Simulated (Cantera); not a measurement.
Input: 1 mol FeS2, 2.6 mol SO3, 0.083 mol O2, held at 75.0 Torr.

Cantera equilibrium calculation (NASA polynomials, part measured and part estimated; ideal gas, pure solids and liquids). Candidate condensed phases: Fe, FeO, FeS, FeSO4, FeS2, Fe2O3, Fe2(SO4)3, Fe3O4, S; 12 gas species. Gases not in the tables: S3 to S7. Kinetics and transport are ignored.

Question: At 577 °C, list the 3 most abundant gas species with their mole fractions, and the condensed phases.

Answer: SO2 0.984, S2 0.0149, S2O 0.00150. Condensed: FeS2(s) + Fe3O4(s).
